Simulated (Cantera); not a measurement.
Gas mixture: N2O = 0.59 (molar parts), at 77.0 Pa, frozen composition.

Cantera's kinetic-theory transport with the Lennard-Jones parameters of GRI-Mech 3.0, ideal gas; thermal conductivity in the multicomponent form. The composition is frozen, though it would react at the higher temperatures.

One state of this run: ρ (kg/m³) = 0.000291; cp (J/kg/K) = 1327; μ (µPa s) = 50.5; λ (mW/m/K) = 91.0; Pr = 0.736; D (cm²/s) OH = 4580; D (cm²/s) NH3 = 3670; D (cm²/s) C2H2 = 2510. D: mixture-averaged diffusion coefficient of that species in the mixture.

**Question.** Which value of T (K) does it belong to?
A. 2150
B. 1400
C. 1150
D. 1900

**Answer.** B, 1400
